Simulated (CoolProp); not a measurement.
Vapour-liquid equilibrium of R125 (1) + R115 (2) at 5.5 bar; x and y are mole fractions of (1).

Computed with CoolProp (multi-fluid Helmholtz-energy mixture model, Lemmon 2005 and Lemmon 2016; pair parameters Bell 2016).

```
x      bubble temperature (°C)  y at the bubble point  dew temperature at overall composition x (°C)  liquid density (mol/L)
-----  -----------------------  ---------------------  ---------------------------------------------  ----------------------
0.05                       5.0                    ___                                            6.1                   8.970
0.125                      2.2                  0.224                                            4.4                     ___
0.2                        0.1                  0.322                                            2.8                     ___
0.275                      ___                  0.403                                            1.1                     ___
0.35                      -2.9                  0.472                                           -0.5                     ___
0.425                     -4.0                  0.533                                           -2.0                   9.750
0.5                       -4.8                    ___                                           -3.4                   9.913
0.575                     -5.5                  0.643                                           -4.6                   10.08
0.65                      -6.0                    ___                                           -5.5                   10.26
0.725                     -6.3                  0.751                                           -6.2                   10.45
0.8                       -6.5                  0.808                                           -6.5                   10.65
0.875                     -6.5                  0.872                                           -6.5                   10.86
0.95                      -6.4                  0.945                                           -6.4                   11.08
```

Question: Complete the blanks.

Answer: 
- 0.05, y at the bubble point: 0.101
- 0.125, liquid density (mol/L): 9.131
- 0.2, liquid density (mol/L): 9.286
- 0.275, bubble temperature (°C): -1.6
- 0.275, liquid density (mol/L): 9.438
- 0.35, liquid density (mol/L): 9.592
- 0.5, y at the bubble point: 0.589
- 0.65, y at the bubble point: 0.696

y crosses x between x = 0.8 and 0.875: the model has an azeotrope there.

The pair parameters rest on a limited set of measurements; away from them the model extrapolates.
